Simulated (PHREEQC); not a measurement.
**Metal-bearing waste water: an equilibrium model**

Solution (25 °C): 26 mmol/kgw MnSO4, 68 mmol/kgw MgSO4, 0.0064 mmol/kgw NaF and 0.082 mmol/kgw Na2SO4. Closed to the air; pH follows from the charge balance.

Equilibrium calculation in PHREEQC: ion-association model, phreeqc.dat.

```json
{
 "pH": "6.56",
 "ionic_strength": "0.188 mol/kgw",
 "specific_conductance": "7850 µS/cm",
 "density": "1.009 g/cm³"
}
```

| species | molality | activity | log γ |
|---|---|---|---|
| SO4-2 | 0.0469 | 0.0140 | -0.524 |
| MgSO4 | 0.0356 | 0.0372 | 0.019 |
| Mg+2 | 0.0324 | 0.0113 | -0.458 |
| Mn+2 | 0.0145 | 0.00482 | -0.477 |
| MnSO4 | 0.0115 | 0.0120 | 0.019 |
| Na+ | 0.000159 | 0.000120 | -0.124 |
| NaSO4- | 1.12e-5 | 8.42e-6 | -0.125 |
| F- | 3.64e-6 | 2.60e-6 | -0.147 |
| MgF+ | 2.64e-6 | 1.93e-6 | -0.135 |
| MnOH+ | 6.04e-7 | 4.49e-7 | -0.129 |
| HSO4- | 5.03e-7 | 3.77e-7 | -0.125 |
| H+ | 3.45e-7 | 2.76e-7 | -0.097 |

This is a speciation only: nothing precipitates in the calculation.
